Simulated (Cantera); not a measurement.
A perfectly stirred reactor is fed with CH₃OH : O₂ : N₂ = 0.0027 : 0.04 : 1 (molar parts), equivalence ratio 0.10, at 1.28 atm; it is held at 1200 K, and followed from long to short residence time.

Detailed kinetics in Cantera: GRI-Mech 3.0 (53 species, 325 reactions). GRI-Mech 3.0 was tuned for natural gas; its chemistry of methanol as a main component is partial and can be far from experiment.

**Question.** Predict: x(CH₃OH) at τ = 0.780 s; x(O₂) at τ = 0.780 s; x(CO) at τ = 0.780 s; x(CO₂) at τ = 0.780 s; x(CH₃OH) at τ = 15.0 ms; x(O₂) at τ = 15.0 ms; x(CH₄) at τ = 15.0 ms; x(CO) at τ = 15.0 ms; x(CO₂) at τ = 15.0 ms.

**Answer.** 
```json
{
 "x(CH₃OH) at τ = 0.780 s": "8.94e-6",
 "x(O₂) at τ = 0.780 s": "0.0346",
 "x(CO) at τ = 0.780 s": "0.000296",
 "x(CO₂) at τ = 0.780 s": "0.00228",
 "x(CH₃OH) at τ = 15.0 ms": "0.000290",
 "x(O₂) at τ = 15.0 ms": "0.0359",
 "x(CH₄) at τ = 15.0 ms": "1.26e-8",
 "x(CO) at τ = 15.0 ms": "0.00174",
 "x(CO₂) at τ = 15.0 ms": "0.000425"
}
```
